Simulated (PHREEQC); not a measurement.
## Phosphoric acid bath

Make-up at 90 °C: 0.21 mol NaH2PO4, 3.9e-05 mol K2HPO4 and 4.7e-06 mol H4SiO4 per kg of water. Closed to the air; pH follows from the charge balance.

Equilibrium calculation in PHREEQC: ion-association model, wateq4f.dat.

```json
{
  "pH": "4.44",
  "ionic_strength": "0.211 mol/kgw",
  "activity_of_water": "0.993",
  "total_alkalinity": "0.0390 meq/kg"
}
```

```csv
species,molality,activity,log γ
Na+,0.210,0.149,-0.150
H2PO4-,0.207,0.148,-0.146
H3PO4,0.00142,0.00150,0.021
HPO4-2,0.00137,0.000341,-0.604
NaHPO4-,0.000139,9.90e-5,-0.146
K+,7.79e-5,5.26e-5,-0.171
H+,4.70e-5,3.63e-5,-0.112
H4SiO4,4.70e-6,4.93e-6,0.021
KHPO4-,4.90e-8,3.50e-8,-0.146
OH-,1.52e-8,1.01e-8,-0.174
```

No solid was allowed to form. H3PO4, which wateq4f.dat lacks, is added to it with the constant of phreeqc.dat. At this temperature some constants are extrapolated from 25 °C, and those without enthalpy data are left unchanged.
